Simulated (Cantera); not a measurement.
Feed: 1 mol B₂O₃, 2.6 mol N₂, 1.5 mol H₂, held at 1473 K and 11.0 mbar.

Method: chemical equilibrium by Gibbs-energy minimisation in Cantera with the NASA 1993 tables (ideal gas, pure condensed phases). N₂ is the only nitrogen source here; it is nearly inert below about 1500 K, so the nitride shown seldom forms there in practice. Mutual solubility and eutectic melting of coexisting phases are not modelled. Rates play no part.

```json
[
 {"species": "N₂", "before": "0.631", "after": "0.630"},
 {"species": "H₂", "before": "0.361", "after": "0.360"},
 {"species": "HBO₂", "before": "0.00422", "after": "0.00526"},
 {"species": "B₂O₂", "before": "3.71e-5", "after": "7.60e-5"},
 {"species": "BO", "before": "7.04e-6", "after": "1.37e-5"},
 {"species": "B₂O₃", "before": "0.00112", "after": "0.00190"},
 {"species": "HBO", "before": "0.00129", "after": "0.00191"},
 {"species": "H", "before": "7.25e-5", "after": "9.85e-5"},
 {"species": "H₂O", "before": "0.000543", "after": "0.000535"},
 {"species": "BN(s), mol", "before": "0.00539", "after": "0.00584"},
 {"species": "B₂O₃(l), mol", "before": "0.981", "after": "0.974"}
]
```
Gas species are given as mole fractions.

**Question.** Which change was made?
A. temperature from 1473 K to 2173 K
B. temperature from 1473 K to 1498.15 K
C. pressure from 11.0 mbar to 0.590 bar
D. temperature from 1473 K to 1800 K

**Answer.** B, temperature from 1473 K to 1498.15 K
